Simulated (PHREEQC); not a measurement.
Make-up at 20 °C: 1.4 mmol/kgw CdCl2, 2.3 mmol/kgw KCl and 32 mmol/kgw NiCl2. Closed to the air; pH follows from the charge balance.

Computed with PHREEQC (ion-association model, wateq4f.dat).

No solid was allowed to form.

Problem. Order these Cl species by the share of Cl that they hold, largest first: CdCl+, NiCl2, Cl-, NiCl+, CdCl2.

Solution. Cl- (95 %), NiCl+ (2.7 %), CdCl+ (1.3 %), NiCl2 (0.75 %), CdCl2 (0.40 %)

Problem. Order these Cd species by the share of Cd that they hold, largest first: CdCl+, Cd+2, CdCl3-, CdCl2.

Solution. CdCl+ (62 %), Cd+2 (27 %), CdCl2 (9.9 %), CdCl3- (0.38 %)

The pH is 5.93 and the ionic strength 0.0959 mol/kgw.
